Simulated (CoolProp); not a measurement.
m-xylene along the isotherm 346.85 °C: fugacity coefficient from the reference equation and from simpler models built on Tc = 343.7 °C, pc = 3535 kPa, ω = 0.326; each cubic takes its own stable root.

Computed with CoolProp (reference Helmholtz-energy equation of state, Zhou 2012).

| p (kPa) | phase | reference |
|---|---|---|
| 3530 | gas | 0.6547 |
| 7070 | supercritical | 0.3873 |
| 10600 | supercritical | 0.2973 |
| 14100 | supercritical | 0.2549 |
| 17700 | supercritical | 0.2313 |
| 21200 | supercritical | 0.2184 |
| 24700 | supercritical | 0.2113 |
| 28300 | supercritical | 0.2082 |
| 31800 | supercritical | 0.2079 |
| 35300 | supercritical | 0.2099 |

### Question
How far does each simpler model (van der Waals, Soave-Redlich-Kwong) lie from the reference over these 10 states: mean and median of the absolute difference, and the worst?

### Answer
- van der Waals: mean 42.4 %, median 41.9 %, worst +78.5 % at 346.85 °C and 35300 kPa
- Soave-Redlich-Kwong: mean 14.1 %, median 15.0 %, worst +21.6 % at 346.85 °C and 35300 kPa
